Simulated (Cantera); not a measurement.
Input: 1 mol Al(CH3)3, 6.2 mol N2O, 2 mol H2, at 0.580 bar.

Cantera equilibrium calculation (NASA polynomials, part measured and part estimated; ideal gas, pure solids and liquids). Candidate condensed phases: Al, AlN, Al2O3, C, C6H6, C7H8, C8H18, H2O; 148 gas species. The feed counts by its element totals alone. Gases not in the tables: Al(OH)3. The numbers say what is thermodynamically allowed, not how fast it happens.

x: gas mole fraction; n: condensed amount in mol.

| T (K) | x N2 | x H2 | x H2O | x CO | x CH4 | x CO2 | n Al2O3(s) | n C(graphite) |
|---|---|---|---|---|---|---|---|---|
| 673 | 0.497 | 0.106 | 0.215 | 0.00321 | 0.0998 | 0.0793 | 0.500 | 0.724 |
| 873 | 0.417 | 0.310 | 0.0778 | 0.102 | 0.0250 | 0.0683 | 0.500 | 0.101 |
| 1073 | 0.395 | 0.341 | 0.0727 | 0.155 | … | … | 0.500 | 0 |
| 1273 | 0.395 | 0.331 | 0.0831 | 0.166 | 2.72e-6 | 0.0252 | 0.500 | 0 |
| 1473 | 0.395 | 0.325 | 0.0892 | 0.172 | 1.37e-7 | 0.0191 | 0.500 | 0 |
| 1673 | 0.395 | 0.321 | 0.0929 | 0.176 | 1.44e-8 | 0.0154 | 0.500 | 0 |
| 1873 | 0.395 | 0.318 | 0.0953 | 0.178 | 2.49e-9 | 0.0130 | 0.500 | 0 |
| 2073 | 0.395 | 0.316 | 0.0968 | 0.180 | … | … | 0.500 | 0 |
| 2273 | 0.394 | 0.312 | 0.0974 | 0.180 | 1.94e-10 | 0.0102 | 0.500 | 0 |

Question: Fill in the missing entries.

Answer: 
- 2073, x CH4: 6.14e-10
- 2073, x CO2: 0.0113
- 1073, x CH4: 0.000170
- 1073, x CO2: 0.0358
